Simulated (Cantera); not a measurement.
Charge: 1 mol Mg(OH)2, 0.063 mol C, 0.013 mol O2, 0.35 mol H2O, equilibrated at 1 atm.

Equilibrium computed with Cantera from the NASA thermochemical tables; the gas is ideal and each condensed phase is pure. Candidate condensed phases: C, C6H6, C7H8, C8H18, H2O, Mg, MgCO3, MgO, Mg(OH)2; 116 gas species. Equilibrium is a limit: real reactors are often held back by kinetics, nucleation or transport.

log p: log10 of the partial pressure in bar; n: condensed amount in mol.

```tsv
T (K)	log p H2O	log p H2	log p CO2	log p CO	log p OH	log p H	log p O2	n MgO(s)
1248	-0.05	-1.17	-1.39	-2.33	-7.78	-6.92	<-11	1.00
1398	-0.04	-1.18	-1.41	?	?	?	?	1.00
1548	-0.04	-1.19	-1.42	-2.13	-5.44	-5.11	-8.61	1.00
1698	-0.04	-1.20	-1.44	-2.06	-4.57	-4.44	-7.10	1.000
1848	-0.04	-1.21	-1.45	-2.01	?	?	?	1.000
1998	-0.04	-1.21	-1.46	-1.97	-3.23	-3.40	-4.75	1.000
2148	-0.04	-1.22	-1.47	-1.94	-2.71	-2.99	-3.83	1.000
```

Question: Some entries are withheld; supply them.

Answer: 
- 1398, log p CO: -2.21
- 1398, log p OH: -6.48
- 1398, log p H: -5.92
- 1398, log p O2: -10.44
- 1848, log p OH: -3.85
- 1848, log p H: -3.88
- 1848, log p O2: -5.83
